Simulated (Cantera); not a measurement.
Cantera run, input and output.

```python
import numpy as np
import cantera as ct

gas = ct.Solution("gri30.yaml")
gas.TPX = 1525, 480000, {'CH4': 1, 'H2': 0.35, 'O2': 1.98, 'N2': 7.43, 'CO2': 1.7}
reactor = ct.IdealGasReactor(gas, energy="on", clone=False)
net = ct.ReactorNet([reactor])
net.rtol, net.atol = 1e-08, 1e-16
show = ['CH4', 'H2', 'O2', 'C2H', 'CH2O', 'O', 'CH3']
times = np.geomspace(5e-06, 0.6, 11)

steps = ct.SolutionArray(gas, extra=["t"])
rows = []
print(f"{'t/s':>10s}{'T/K':>9s}{'P/Pa':>11s}" + "".join(f"{s:>11s}" for s in show))
for t in times:
    while net.time < t:
        t_next = net.step()
        steps.append(gas.state, t=t_next)
    rows.append([np.interp(t, steps.t, y) for y in (steps.T, steps.P, *steps(*show).X.T)])
    print(f"{t:10.3e}{rows[-1][0]:9.1f}{rows[-1][1]:11.4g}" + "".join(f"{x:11.3e}" for x in rows[-1][2:]))
rate = np.gradient(steps.T, steps.t)
print("integrator steps:", len(steps.t))
if steps.T.max() > steps.T[0] + 200:
    print(f"time of steepest temperature rise: {steps.t[rate.argmax()]:.4e} s")
gas.TPX = 1525, 480000, {'CH4': 1, 'H2': 0.35, 'O2': 1.98, 'N2': 7.43, 'CO2': 1.7}
gas.equilibrate("UV")
print(f"equilibrium (UV): T = {gas.T:.1f} K  " + "  ".join(f"{s} {gas[s].X[0]:.3e}" for s in show))
```

Output:

```
       t/s      T/K       P/Pa        CH4         H2         O2        C2H       CH2O          O        CH3
 5.000e-06   1525.0    4.8e+05  8.025e-02  2.809e-02  1.589e-01  1.317e-21  4.750e-07  5.711e-08  8.000e-06
 1.610e-05   1525.0    4.8e+05  8.017e-02  2.806e-02  1.589e-01  8.558e-18  1.278e-05  4.336e-07  7.144e-05
 5.186e-05   1541.2   4.85e+05  7.717e-02  2.753e-02  1.569e-01  1.324e-12  6.487e-04  3.815e-06  5.457e-04
 1.670e-04   2839.9  9.229e+05  3.238e-14  1.039e-02  1.749e-02  3.013e-18  2.508e-09  2.776e-03  1.627e-13
 5.378e-04   2827.6  9.189e+05  3.528e-14  1.057e-02  1.551e-02  2.949e-18  2.560e-09  2.499e-03  1.694e-13
 1.732e-03   2823.3  9.175e+05  3.635e-14  1.063e-02  1.486e-02  2.923e-18  2.580e-09  2.408e-03  1.717e-13
 5.578e-03   2823.3  9.174e+05  3.636e-14  1.063e-02  1.486e-02  2.922e-18  2.580e-09  2.407e-03  1.718e-13
 1.796e-02   2823.3  9.174e+05  3.636e-14  1.063e-02  1.486e-02  2.922e-18  2.580e-09  2.407e-03  1.718e-13
 5.785e-02   2823.3  9.174e+05  3.636e-14  1.063e-02  1.486e-02  2.922e-18  2.580e-09  2.407e-03  1.718e-13
 1.863e-01   2823.3  9.174e+05  3.636e-14  1.063e-02  1.486e-02  2.922e-18  2.580e-09  2.407e-03  1.718e-13
 6.000e-01   2823.3  9.174e+05  3.636e-14  1.063e-02  1.486e-02  2.922e-18  2.580e-09  2.407e-03  1.718e-13
integrator steps: 1870
time of steepest temperature rise: 1.0398e-04 s
equilibrium (UV): T = 2823.3 K  CH4 4.586e-14  H2 1.063e-02  O2 1.486e-02  C2H 3.111e-18  CH2O 2.580e-09  O 2.407e-03  CH3 2.166e-13
```

Cantera simulation using GRI-Mech 3.0 (53 species, 325 reactions); the numbers are that mechanism's predictions, not measurements.
